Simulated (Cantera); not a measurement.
Thermodynamics of sublimation and decomposition of ceramics, feed TiC + C + H₂

Feed: 1 mol TiC, 0.0045 mol C, 8.4 mol H₂, held at 1.33 mbar.

Equilibrium computed with Cantera from the NASA thermochemical tables; the gas is ideal and each condensed phase is pure. Candidate condensed phases: C, C₆H₆, C₇H₈, C₈H₁₈, Ti, TiC; 89 gas species. Ions and electrons are included (thermal ionisation). TiC: taken at fixed stoichiometry. Rates play no part.

From 1727 °C to 2477 °C the condensed part is TiC(s). From 2727 °C to 4727 °C nothing is condensed. The main Ti-bearing gas is Ti at 1727 °C and Ti+ at 4727 °C.

```json
[
 {"T (°C)": "1727", "log p H₂": "-2.89", "log p H": "-4.24", "log p Ti": "-8.89", "log p C": "-10.74", "log p e-": "-11.85", "log p Ti+": "-11.85", "log p C₃": "-11.23", "n TiC(s)": "1.000"},
 {"T (°C)": "1977", "log p H₂": "-2.96", "log p H": "-3.61", "log p Ti": "-6.78", "log p C": "-8.92", "log p e-": "-9.77", "log p Ti+": "-9.77", "log p C₃": "-9.62", "n TiC(s)": "0.999"},
 {"T (°C)": "2227", "log p H₂": "-3.17", "log p H": "-3.19", "log p Ti": "-5.46", "log p C": "-7.09", "log p e-": "-8.28", "log p Ti+": "-8.28", "log p C₃": "-7.23", "n TiC(s)": "0.971"},
 {"T (°C)": "2477", "log p H₂": "-3.63", "log p H": "-2.98", "log p Ti": "-4.43", "log p C": "-5.55", "log p e-": "-7.09", "log p Ti+": "-7.09", "log p C₃": "-5.15", "n TiC(s)": "0.591"},
 {"T (°C)": "2727", "log p H₂": "-4.27", "log p H": "-2.93", "log p Ti": "-4.12", "log p C": "-4.73", "log p e-": "-6.37", "log p Ti+": "-6.37", "log p C₃": "-4.82", "n TiC(s)": "0"},
 {"T (°C)": "2977", "log p H₂": "-4.86", "log p H": "-2.93", "log p Ti": "-4.15", "log p C": "-4.31", "log p e-": "-5.90", "log p Ti+": "-5.90", "log p C₃": "-5.34", "n TiC(s)": "0"},
 {"T (°C)": "3227", "log p H₂": "-5.39", "log p H": "-2.93", "log p Ti": "-4.17", "log p C": "-4.17", "log p e-": "-5.49", "log p Ti+": "-5.49", "log p C₃": "-6.48", "n TiC(s)": "0"},
 {"T (°C)": "3477", "log p H₂": "-5.86", "log p H": "-2.93", "log p Ti": "-4.20", "log p C": "-4.16", "log p e-": "-5.14", "log p Ti+": "-5.14", "log p C₃": "-7.75", "n TiC(s)": "0"},
 {"T (°C)": "3727", "log p H₂": "-6.26", "log p H": "-2.93", "log p Ti": "-4.25", "log p C": "-4.15", "log p e-": "-4.85", "log p Ti+": "-4.85", "log p C₃": "-8.92", "n TiC(s)": "0"},
 {"T (°C)": "3977", "log p H₂": "-6.63", "log p H": "-2.93", "log p Ti": "-4.34", "log p C": "-4.16", "log p e-": "-4.61", "log p Ti+": "-4.61", "log p C₃": "-9.96", "n TiC(s)": "0"},
 {"T (°C)": "4227", "log p H₂": "-6.95", "log p H": "-2.94", "log p Ti": "-4.49", "log p C": "-4.16", "log p e-": "-4.43", "log p Ti+": "-4.43", "log p C₃": "-10.89", "n TiC(s)": "0"},
 {"T (°C)": "4477", "log p H₂": "-7.24", "log p H": "-2.94", "log p Ti": "-4.70", "log p C": "-4.16", "log p e-": "-4.31", "log p Ti+": "-4.31", "log p C₃": "-11.72", "n TiC(s)": "0"},
 {"T (°C)": "4727", "log p H₂": "-7.50", "log p H": "-2.94", "log p Ti": "-4.97", "log p C": "-4.17", "log p e-": "-4.24", "log p Ti+": "-4.24", "log p C₃": "-12.46", "n TiC(s)": "0"}
]
```
log p: log10 of the partial pressure in bar; n: condensed amount in mol.
